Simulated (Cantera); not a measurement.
A perfectly stirred reactor is fed with 9.63 % CH₄, 3.37 % C₂H₆, 18.3 % O₂, 68.7 % N₂, at 5.00 bar; it is adiabatic with a 448 K inlet, and is followed from long to short residence time, starting on the burning branch (τ in s: 0.42, 0.16, 0.063, 0.024, 0.0094, 0.0036, 0.0014, 0.00055, 0.00021, 8.2e-05, 3.2e-05).

Computed with Cantera and GRI-Mech 3.0 (53 species, 325 reactions).

Q: Predict: blow-out, bracketed by the residence times tried; x(CH₄) at τ = 0.420 s; x(C₂H₆) at τ = 0.420 s; x(O₂) at τ = 0.420 s; x(C₂H) at τ = 0.420 s; x(CH₄) at τ = 3.60 ms; x(C₂H₆) at τ = 3.60 ms; x(O₂) at τ = 3.60 ms; x(N₂O) at τ = 3.60 ms; x(C₂H) at τ = 3.60 ms.

A: blow-out, bracketed by the residence times tried: burning at 0.550 ms, out at 0.210 ms
x(CH₄) at τ = 0.420 s: 0.00202
x(C₂H₆) at τ = 0.420 s: 5.47e-7
x(O₂) at τ = 0.420 s: 4.45e-5
x(C₂H) at τ = 0.420 s: 1.33e-8
x(CH₄) at τ = 3.60 ms: 0.00978
x(C₂H₆) at τ = 3.60 ms: 4.69e-5
x(O₂) at τ = 3.60 ms: 0.00265
x(N₂O) at τ = 3.60 ms: 5.19e-9
x(C₂H) at τ = 3.60 ms: 3.55e-7
